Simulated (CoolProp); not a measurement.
The fluid at 280.82 K and 0.249 MPa is throttled through a valve to 0.00643 MPa with no heat exchange. The same conditions are run with several fluids, on thermodynamics alone (safety and materials aside).

Model: reference Helmholtz-energy equation of state of each fluid (R507A: Lemmon 2003; normal hydrogen: Leachman 2009; oxygen: Schmidt 1985; ethylene: Smukala 2000; methane: Setzmann 1991), in CoolProp. Blends and air are pseudo-pure fits.

| fluid | temperature change (K) | final density (kg/m³) |
|---|---|---|
| R507A | -5.3 | 0.278 |
| normal hydrogen | [?] | 0.00555 |
| oxygen | -0.7 | [?] |
| ethylene | [?] | [?] |
| methane | -1.2 | 0.0444 |

**Question.** Fill in the missing entries.

**Answer.** 
- normal hydrogen, temperature change (K): +0.1
- oxygen, final density (kg/m³): 0.0884
- ethylene, temperature change (K): -2.9
- ethylene, final density (kg/m³): 0.0781
